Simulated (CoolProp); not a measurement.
Vapour-liquid equilibrium of R22 (1) + n-hexane (2) at -4.05 °C; x and y are mole fractions of (1).

Model: multi-fluid Helmholtz-energy mixture model, Kamei 1995 and Thol 2019; pair parameters Bell 2016, in CoolProp.

Question: Give the bubble pressure and the first vapour's composition at x = 0.05, 0.8, 0.95. Is there an azeotrope?

Answer: x = 0.05: 0.04031 MPa, y = 0.883; x = 0.8: 0.3575 MPa, y = 0.994; x = 0.95: 0.4131 MPa, y = 0.998. No azeotrope shows between x = 0.05 and 0.95.

Pair parameters are fitted to limited data, so mixtures are less certain than the pure fluids. With so large a gap from Raoult's law the liquid may split in two, which this calculation doesn't test in full.
